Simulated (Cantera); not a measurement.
Feed: 1 mol B, 8.3 mol O2, 5.5 mol H2, held at 1700 K and 10000 Pa.

These are equilibrium values from Cantera (NASA tables, ideal gas, pure condensed phases), not measurements of a reactor. Candidate condensed phases: B, B2O3, B3O3H3, H2O; 23 gas species. Kinetics and transport are ignored.

Q: What is the equilibrium state?

A: 
```json
{
 "x(H2O)": "0.463",
 "x(O2)": "0.444",
 "x(HBO2)": "0.0900",
 "x(OH)": "0.00168",
 "x(B2O3)": "0.00105",
 "x(BO2)": "0.000398",
 "x(O)": "9.42e-5",
 "x(H2)": "4.42e-5",
 "x((HBO2)3)": "1.44e-5",
 "gas_amount": "10.81 mol",
 "log10 activity of B(s) (absent)": "-12.79",
 "log10 activity of B3O3H3(s) (absent)": "-27.83"
}
```
